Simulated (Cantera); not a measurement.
Charge: 1 mol SiC, 0.0059 mol H2O, 98 mol H2, at 2000 K and 3600 Torr.

Cantera equilibrium calculation (NASA polynomials, part measured and part estimated; ideal gas, pure solids and liquids). Candidate condensed phases: C, C6H6, C7H8, C8H18, H2O, Si, SiC, SiO2; 123 gas species. Gases not in the tables: Si2H6 and higher silanes. Kinetics and transport are ignored.

Question: What is the equilibrium state?

Answer: 
| Item | Result |
|---|---|
| x(H2) | 0.999 |
| x(H) | 0.000742 |
| x(CH4) | 0.000130 |
| x(SiH2) | 9.08e-5 |
| x(SiO) | 4.17e-5 |
| x(CO) | 1.83e-5 |
| x(SiH) | 1.15e-5 |
| x(Si) | 7.77e-6 |
| x(SiH4) | 3.90e-6 |
| n(SiC(s)) | 0.985 mol |
| gas amount | 98.04 mol |
| log10 activity of Si(l) (absent) | -0.07 |
| log10 activity of C(graphite) (absent) | -1.19 |
